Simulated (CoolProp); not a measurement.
A closed Brayton cycle with carbon dioxide: compressor inlet 313.15 K and 8.8 MPa, high pressure 28.3 MPa, turbine inlet 665 K, compressor efficiency 0.85, turbine efficiency 0.9, recuperator effectiveness 0 (on enthalpy, no pinch check). Each further row changes one setting.

The numbers come from the reference Helmholtz-energy equation of state, Span 1996 in CoolProp.

| case | thermal efficiency (%) | net work (kJ/kg) | compressor to turbine work | compressor exit (K) | turbine exit (K) |
|---|---|---|---|---|---|
| as stated | 17.3 | 74.6 | 0.36 | 374.9 | 541.3 |
| turbine inlet 615 K | 17.1 | 62.8 | … | 374.9 | 495.9 |
| compressor inlet 323.15 K | 16.4 | … | … | 414.3 | 541.3 |
| high pressure 24.1 MPa | 15.4 | 68.4 | 0.33 | … | 557.9 |
| recuperator effectiveness 0.5 | … | 74.6 | 0.36 | 374.9 | 541.3 |

**Question.** Fill in the missing entries.

**Answer.** 
- turbine inlet 615 K, compressor to turbine work: 0.40
- compressor inlet 323.15 K, net work (kJ/kg): 58.0
- compressor inlet 323.15 K, compressor to turbine work: 0.50
- high pressure 24.1 MPa, compressor exit (K): 365.9
- recuperator effectiveness 0.5, thermal efficiency (%): 22.5
